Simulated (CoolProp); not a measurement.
Vapour-liquid equilibrium of carbon dioxide (1) + R22 (2) at 1.37 MPa; x and y are mole fractions of (1).

Values from CoolProp's multi-fluid Helmholtz-energy mixture model, Span 1996 and Kamei 1995; pair parameters Bell 2016.

| x | bubble temperature (°C) | y at the bubble point | dew temperature at overall composition x (°C) | liquid density (mol/L) |
|---|---|---|---|---|
| 0.05 | 29.7 | 0.151 | 33.6 | 13.77 |
| 0.15 | 18.9 | 0.403 | 29.8 | 14.77 |
| 0.25 | 9.1 | 0.588 | 25.7 | 15.79 |
| 0.35 | 0.7 | 0.718 | 21.3 | 16.82 |
| 0.45 | -6.6 | 0.808 | 16.6 | 17.87 |
| 0.55 | -12.7 | 0.871 | 11.3 | 18.95 |
| 0.65 | -17.9 | 0.916 | 5.3 | 20.08 |
| 0.75 | -22.4 | 0.949 | -1.7 | 21.26 |
| 0.85 | -26.2 | 0.973 | -10.5 | 22.51 |
| 0.95 | -29.7 | 0.992 | -22.6 | 23.85 |

No azeotrope shows between x = 0.05 and 0.95.

The pair parameters rest on a limited set of measurements; away from them the model extrapolates.
